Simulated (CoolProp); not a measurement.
Vapour-liquid equilibrium of R134a (1) + dimethyl ether (2) at -42.65 °C; x and y are mole fractions of (1).

Computed with CoolProp (multi-fluid Helmholtz-energy mixture model, Tillner-Roth 1994 and Wu 2011; pair parameters Bell 2016).

| x | bubble pressure (MPa) | y at the bubble point | dew pressure at overall composition x (MPa) | liquid density (mol/L) |
|---|---|---|---|---|
| 0.05 | 0.04266 | 0.035 | 0.04239 | [?] |
| 0.125 | 0.04167 | [?] | 0.04132 | 16.15 |
| 0.2 | 0.04086 | 0.169 | 0.04060 | 15.96 |
| 0.275 | 0.04028 | 0.249 | 0.04014 | 15.76 |
| 0.35 | 0.03992 | [?] | 0.03989 | 15.57 |
| 0.425 | 0.03981 | 0.425 | 0.03981 | 15.38 |
| 0.5 | 0.03992 | 0.515 | 0.03989 | 15.19 |
| 0.575 | [?] | 0.603 | 0.04012 | 15.00 |
| 0.65 | 0.04073 | 0.686 | 0.04049 | 14.82 |
| 0.725 | 0.04137 | 0.765 | 0.04103 | 14.63 |
| 0.8 | 0.04212 | 0.837 | 0.04172 | 14.45 |
| 0.875 | 0.04296 | [?] | 0.04259 | 14.27 |
| 0.95 | 0.04385 | 0.963 | 0.04365 | [?] |

Q: Some entries are withheld; supply them.

A: 
- 0.05, liquid density (mol/L): 16.35
- 0.125, y at the bubble point: 0.097
- 0.35, y at the bubble point: 0.336
- 0.575, bubble pressure (MPa): 0.04024
- 0.875, y at the bubble point: 0.903
- 0.95, liquid density (mol/L): 14.09

y crosses x between x = 0.35 and 0.425: the model has an azeotrope there.

The pair parameters rest on a limited set of measurements; away from them the model extrapolates.
